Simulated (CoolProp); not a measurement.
Properties of R227EA along the isotherm 201.85 °C.

Computed with CoolProp (reference Helmholtz-energy equation of state, Lemmon 2016).

| p (MPa) | phase | Joule-Thomson coefficient (K/MPa) | isothermal compressibility (1/MPa) | expansivity (1/kK) | conductivity (mW/(m K)) |
|---|---|---|---|---|---|
| 0.813 | gas | (withheld) | (withheld) | 2.467 | 27.8 |
| 1.63 | gas | 4.598 | 0.6671 | 2.897 | 28.5 |
| 2.44 | gas | 4.696 | 0.4658 | 3.401 | 29.4 |
| 3.25 | supercritical | 4.766 | 0.3653 | 3.992 | 30.2 |
| 4.06 | supercritical | (withheld) | 0.3042 | 4.663 | 31.3 |
| 4.88 | supercritical | 4.692 | 0.2605 | 5.387 | 32.5 |
| 5.69 | supercritical | 4.487 | 0.2252 | 6.067 | 33.8 |
| 6.5 | supercritical | 4.148 | 0.1929 | 6.591 | 35.2 |
| 7.31 | supercritical | 3.713 | 0.1627 | 6.865 | 36.5 |

### Question
What belongs in the gaps?

### Answer

- 0.813, Joule-Thomson coefficient (K/MPa): 4.491
- 0.813, isothermal compressibility (1/MPa): 1.281
- 4.06, Joule-Thomson coefficient (K/MPa): 4.776

Thermal conductivity comes from a separate model (Huber 2003), an estimate that may be off by 10 % or more.
